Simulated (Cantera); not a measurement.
Thermodynamics of carbon deposition, reforming and gasification, feed CH4 + CO2

Input: 1 mol CH4, a varied amount of CO2, at 1175 K and 1.10 mbar.

These are equilibrium values from Cantera (NASA tables, ideal gas, pure condensed phases), not measurements of a reactor. Candidate condensed phases: C, C6H6, C7H8, C8H18, H2O; 110 gas species. Equilibrium is a limit: real reactors are often held back by kinetics, nucleation or transport.

```tsv
n(CO2) (mol)	x H2	x CO	x CO2	x H2O	x CH4	n C(graphite)
0.11	0.901	0.0991	2.93e-7	3.40e-6	1.71e-5	0.890
0.17	0.855	0.145	6.29e-7	4.74e-6	1.54e-5	0.830
0.24	0.806	0.194	1.12e-6	5.95e-6	1.37e-5	0.760
0.36	0.735	0.265	2.09e-6	7.42e-6	1.14e-5	0.640
0.54	0.649	0.351	3.66e-6	8.68e-6	8.88e-6	0.460
0.8	0.556	0.444	5.88e-6	9.41e-6	6.50e-6	0.200
1.2	0.451	0.502	0.0221	0.0255	1.45e-9	0
1.8	0.339	0.495	0.0888	0.0779	1.98e-10	0
```
x: gas mole fraction; n: condensed amount in mol.

From 0.11 mol CO2 to 0.8 mol CO2 the condensed part is C(graphite). From 1.2 mol CO2 to 1.8 mol CO2 nothing is condensed. The main C-bearing gas is CO throughout.
